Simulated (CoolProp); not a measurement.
A Linde-Hampson liquefier for ethylene: isothermal reversible compression at 320 K from 1 atm to 5 MPa, throttling to 1 atm, return gas leaving the recuperator 5 K below the feed. Each further row changes one setting.

The numbers come from the reference Helmholtz-energy equation of state, Smukala 2000 in CoolProp.

```csv
case,liquid yield per pass,compression work (kJ/kg of gas)
as stated,0.110,347
high pressure 10 MPa,0.312,386
warm-end temperature 350 K,0.076,387
warm-end gap 10 K,0.100,347
```
